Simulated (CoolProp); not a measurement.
Vapour-liquid equilibrium of R125 (1) + R1234yf (2) at -20.05 °C; x and y are mole fractions of (1).

The numbers come from the multi-fluid Helmholtz-energy mixture model, Lemmon 2005 and Lemmon 2022; pair parameters Bell 2023 in CoolProp.

```tsv
x	bubble pressure, mixture model (kPa)	bubble pressure, Raoult's law (kPa)	y, mixture model	y, Raoult's law
0.05	159.9	159.9	___	0.105
0.125	173.7	173.8	0.234	0.242
0.2	___	187.8	0.347	0.359
0.275	201.4	201.7	0.445	0.459
0.35	215.1	215.7	0.531	0.546
0.425	228.9	229.7	0.607	0.623
0.5	242.8	243.6	0.675	0.691
0.575	256.6	257.6	0.737	0.752
0.65	270.5	271.5	0.793	0.806
0.725	284.5	285.5	___	0.855
0.8	___	299.5	___	0.899
0.875	312.8	313.4	0.934	0.940
0.95	___	327.4	___	0.977
```

### Question
Complete the blanks.

### Answer

- 0.05, y, mixture model: 0.102
- 0.2, bubble pressure, mixture model (kPa): 187.6
- 0.725, y, mixture model: 0.844
- 0.8, bubble pressure, mixture model (kPa): 298.6
- 0.8, y, mixture model: 0.891
- 0.95, bubble pressure, mixture model (kPa): 327.1
- 0.95, y, mixture model: 0.975

The largest gap from Raoult's law is -0.4 % in bubble pressure, at x = 0.575. No azeotrope shows between x = 0.05 and 0.95.

The pair parameters rest on a limited set of measurements; away from them the model extrapolates.
